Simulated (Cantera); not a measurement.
A Cantera script and what it prints.

```python
import numpy as np
import cantera as ct

gas_names = """
    CL CLO CL2 N NO NO2 NO3 N2 N2O O O2 O3 Si SiCL SiCL2 SiCL3 SiCL4 SiN SiO SiO2 Si2 Si2N Si3
""".split()
cond_names = """
    Si(cr) Si(L) SiO2(Lqz) SiO2(hqz) SiO2(L) Si2N2O(s) Si3N4(a)
""".split()


# ... load() reads the species with a 1 bar reference pressure and builds the phases ...
atoms = {
    'SiO2': {'Si': 1, 'O': 2},
    'Cl2': {'CL': 2},
    'N2': {'N': 2},
}
top_T = {'Si2N2O(s)': 2100, 'Si3N4(a)': 2400}  # K; cautious upper limits of use, not melting points


# ... equilibrate(T, P, feed) seeds the gas with the atoms and calls Mixture.equilibrate('TP', solver="vcs", rtol=1e-11, max_steps=5000) ...
results = []
feed = {'SiO2': 1, 'Cl2': 0.81, 'N2': 42}  # mol
T = 1275  # K
P = 19000  # Pa
mix = equilibrate(T, P, feed)
results.append((T, P, feed, dict(zip(mix.species_names, mix.species_moles))))
x = sorted(zip(gas.X, gas.species_names), reverse=True)
print(f"T = {T:g} K  P = {P:g} Pa  gas = {mix.phase_moles(0):.4g} mol")
print("   x: " + "  ".join(f"{s} {v:.3e}" for v, s in x if v > 1e-06))
print("   condensed (mol): " + ("  ".join(f"{mix.phase(i).name} {mix.phase_moles(i):.4g}"
      for i in range(1, mix.n_phases) if mix.phase_moles(i) > 1e-12) or "none"))
```

Result:

```
T = 1275 K  P = 19000 Pa  gas = 42.87 mol
   x: N2 9.796e-01  CL2 1.739e-02  CL 2.990e-03  SiCL4 2.953e-06  O2 2.300e-06  NO 1.237e-06
   condensed (mol): SiO2(hqz) 0.9999
```

Method: chemical equilibrium by Gibbs-energy minimisation in Cantera with the NASA 1993 tables (ideal gas, pure condensed phases). The tables hold silica as quartz up to 1696 K and as liquid above; real silica turns to tridymite and cristobalite and melts near 1996 K.
